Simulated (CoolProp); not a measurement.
Properties of CH2F2 (R32) along the isotherm 353.3 K (Tc = 351.3 K, pc = 57.83 bar, ω = 0.277).

Model: reference Helmholtz-energy equation of state, Tillner-Roth 1997, in CoolProp.

```json
[
 {"p (bar)": "72.3", "phase": "supercritical", "density (kg/m³)": "665.7", "cv (kJ/(kg K))": "1.084", "isothermal compressibility (1/MPa)": "0.07850", "Prandtl number": "2.40", "fugacity coefficient": "0.5401"},
 {"p (bar)": "145", "phase": "supercritical", "density (kg/m³)": "814.4", "cv (kJ/(kg K))": "?", "isothermal compressibility (1/MPa)": "0.01334", "Prandtl number": "1.51", "fugacity coefficient": "?"},
 {"p (bar)": "217", "phase": "supercritical", "density (kg/m³)": "874.8", "cv (kJ/(kg K))": "0.9964", "isothermal compressibility (1/MPa)": "0.007642", "Prandtl number": "1.44", "fugacity coefficient": "0.2480"},
 {"p (bar)": "289", "phase": "supercritical", "density (kg/m³)": "916.0", "cv (kJ/(kg K))": "0.9962", "isothermal compressibility (1/MPa)": "0.005414", "Prandtl number": "1.43", "fugacity coefficient": "0.2147"},
 {"p (bar)": "361", "phase": "supercritical", "density (kg/m³)": "948.0", "cv (kJ/(kg K))": "?", "isothermal compressibility (1/MPa)": "0.004212", "Prandtl number": "1.45", "fugacity coefficient": "?"},
 {"p (bar)": "434", "phase": "supercritical", "density (kg/m³)": "?", "cv (kJ/(kg K))": "0.9996", "isothermal compressibility (1/MPa)": "0.003447", "Prandtl number": "1.47", "fugacity coefficient": "0.1875"},
 {"p (bar)": "506", "phase": "supercritical", "density (kg/m³)": "?", "cv (kJ/(kg K))": "1.002", "isothermal compressibility (1/MPa)": "0.002927", "Prandtl number": "1.50", "fugacity coefficient": "0.1830"},
 {"p (bar)": "578", "phase": "supercritical", "density (kg/m³)": "1017", "cv (kJ/(kg K))": "1.004", "isothermal compressibility (1/MPa)": "0.002546", "Prandtl number": "?", "fugacity coefficient": "0.1819"}
]
```

Problem. Fill in the missing entries.

Solution. 
- 145, cv (kJ/(kg K)): 1.003
- 145, fugacity coefficient: 0.3193
- 361, cv (kJ/(kg K)): 0.9976
- 361, fugacity coefficient: 0.1971
- 434, density (kg/m³): 974.7
- 506, density (kg/m³): 997.2
- 578, Prandtl number: 1.53

Viscosity comes from a separate model (Bell 2016), an estimate that may be off by 10 % or more. Thermal conductivity comes from a separate model (Huber 2003), an estimate that may be off by 10 % or more.
